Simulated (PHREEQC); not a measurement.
Phosphoric acid bath (model solution)

Consider water at 25 °C with 0.031 mol/kgw KH2PO4 and 0.0028 mol/kgw HNO3. Closed to the air; pH follows from the charge balance.

The numbers come from PHREEQC with the ion-association model, phreeqc.dat.

```json
{
 "pH": "3.23",
 "ionic_strength": "0.0317 mol/kgw",
 "specific_conductance": "3240 µS/cm",
 "total_alkalinity": "-2.80 meq/kg"
}
```

```tsv
species	molality	activity	log γ
K+	0.0310	0.0261	-0.075
H2PO4-	0.0289	0.0246	-0.069
NO3-	0.00280	0.00234	-0.077
H3PO4	0.00213	0.00214	0.003
H+	0.000678	0.000591	-0.059
HPO4-2	4.94e-6	2.59e-6	-0.281
KHPO4-	1.54e-7	1.32e-7	-0.069
```

This is a speciation only: nothing precipitates in the calculation.
